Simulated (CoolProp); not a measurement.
Aqueous sodium chloride as a coolant, at 3 °C, 1 atm.

Model: Melinder's fits for secondary coolants, in CoolProp.

| mass % | freezing point (°C) | conductivity (W/(m K)) | viscosity (mPa s) | cp (kJ/(kg K)) | Prandtl number |
|---|---|---|---|---|---|
| 1.9 | -1.1 | 0.566 | 1.65 | 4.086 | 11.9 |
| 5.2 | ? | 0.564 | 1.73 | 3.904 | 12.0 |
| 8.5 | -5.4 | 0.562 | 1.83 | 3.754 | 12.2 |
| 11.7 | -7.9 | 0.560 | 1.96 | 3.632 | ? |
| 15 | -10.9 | 0.557 | ? | 3.525 | ? |
| 18.2 | -14.3 | 0.554 | 2.32 | 3.435 | 14.4 |
| 21.5 | ? | 0.551 | 2.57 | 3.351 | 15.6 |

**Question.** Fill in the missing entries.

**Answer.** 
- 5.2, freezing point (°C): -3.2
- 11.7, Prandtl number: 12.7
- 15, viscosity (mPa s): 2.12
- 15, Prandtl number: 13.4
- 21.5, freezing point (°C): -18.4
